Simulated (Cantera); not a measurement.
Cantera run, input and output.

```python
import numpy as np
import cantera as ct

gas = ct.Solution("gri30.yaml")
gas.TPX = 1100, 20000, {'CO': 0.0036, 'O2': 0.088, 'H2O': 0.0018, 'N2': 1}
reactor = ct.IdealGasConstPressureReactor(gas, energy="off", clone=False)
net = ct.ReactorNet([reactor])
net.rtol, net.atol = 1e-08, 1e-18
show = ['CO', 'O2', 'H2O', 'H2', 'NO']
times = np.geomspace(0.0001, 80, 10)

steps = ct.SolutionArray(gas, extra=["t"])
rows = []
print(f"{'t/s':>10s}{'T/K':>9s}{'P/Pa':>11s}" + "".join(f"{s:>11s}" for s in show))
for t in times:
    while net.time < t:
        t_next = net.step()
        steps.append(gas.state, t=t_next)
    rows.append([np.interp(t, steps.t, y) for y in (steps.T, steps.P, *steps(*show).X.T)])
    print(f"{t:10.3e}{rows[-1][0]:9.1f}{rows[-1][1]:11.4g}" + "".join(f"{x:11.3e}" for x in rows[-1][2:]))
rate = np.gradient(steps.T, steps.t)
print("integrator steps:", len(steps.t))
if steps.T.max() > steps.T[0] + 200:
    print(f"time of steepest temperature rise: {steps.t[rate.argmax()]:.4e} s")
gas.TPX = 1100, 20000, {'CO': 0.0036, 'O2': 0.088, 'H2O': 0.0018, 'N2': 1}
gas.equilibrate("TP")
print(f"equilibrium (TP): T = {gas.T:.1f} K  " + "  ".join(f"{s} {gas[s].X[0]:.3e}" for s in show))
```

It prints:

```
       t/s      T/K       P/Pa         CO         O2        H2O         H2         NO
 1.000e-04   1100.0      2e+04  3.292e-03  8.048e-02  1.646e-03  8.050e-18  8.873e-22
 4.528e-04   1100.0      2e+04  3.292e-03  8.048e-02  1.646e-03  8.443e-16  1.946e-20
 2.050e-03   1100.0      2e+04  3.292e-03  8.048e-02  1.646e-03  7.982e-14  4.098e-19
 9.283e-03   1100.0      2e+04  3.292e-03  8.048e-02  1.646e-03  7.589e-12  1.195e-17
 4.203e-02   1100.0      2e+04  3.281e-03  8.047e-02  1.645e-03  2.736e-08  1.569e-13
 1.903e-01   1100.0      2e+04  5.473e-04  7.918e-02  1.637e-03  1.413e-06  1.051e-08
 8.618e-01   1100.0      2e+04  3.064e-05  7.898e-02  1.647e-03  5.765e-08  1.630e-08
 3.902e+00   1100.0      2e+04  1.227e-06  7.897e-02  1.648e-03  2.321e-09  1.782e-08
 1.767e+01   1100.0      2e+04  3.365e-08  7.897e-02  1.649e-03  1.380e-10  1.835e-08
 8.000e+01   1100.0      2e+04  1.626e-10  7.897e-02  1.649e-03  3.207e-11  1.854e-08
integrator steps: 1524
equilibrium (TP): T = 1100.0 K  CO 3.529e-11  O2 7.894e-02  H2O 1.649e-03  H2 1.741e-11  NO 5.651e-05
```

Cantera simulation using GRI-Mech 3.0 (53 species, 325 reactions); the numbers are that mechanism's predictions, not measurements.
